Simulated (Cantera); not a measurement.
An isothermal, constant-pressure homogeneous reactor starts with CO : O₂ : H₂O : N₂ = 0.0011 : 0.066 : 0.00028 : 1 (molar parts), at 1000 K and 0.133 bar.

Computed with Cantera and GRI-Mech 3.0 (53 species, 325 reactions).

One state of this run: x CO = 3.22e-5; x O₂ = 0.0614; x H₂O = 0.000262; x N₂O = 1.18e-7; x H₂ = 1.13e-8; x O = 1.63e-6; x OH = 6.32e-7. x: mole fraction; the columns are a selection and need not sum to one.

Which value of t (s) does it belong to?
A) 0.0500
B) 0.00387
C) 0.00108
D) 8.35

D, 8.35
